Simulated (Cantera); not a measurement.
Ignition delay

Mixture: CO : H₂ : O₂ : N₂ = 1 : 0.053 : 0.598 : 2.25 (molar parts), at 1.58 atm, adiabatic and at constant pressure. Ignition delay is the time to a rise of 400 K.

Model: GRI-Mech 3.0 (53 species, 325 reactions), integrated in Cantera. Where the delays flatten at high temperature, the 400 K rule measures the pace of heat release, not the induction time.

```json
[
 {"T0 (K)": "1100", "delay (ms)": "0.227"},
 {"T0 (K)": "1200", "delay (ms)": "0.114"},
 {"T0 (K)": "1300", "delay (ms)": "0.0792"},
 {"T0 (K)": "1400", "delay (ms)": "0.0635"},
 {"T0 (K)": "1500", "delay (ms)": "0.0557"},
 {"T0 (K)": "1600", "delay (ms)": "0.0523"},
 {"T0 (K)": "1700", "delay (ms)": "0.0517"},
 {"T0 (K)": "1800", "delay (ms)": "0.0532"}
]
```
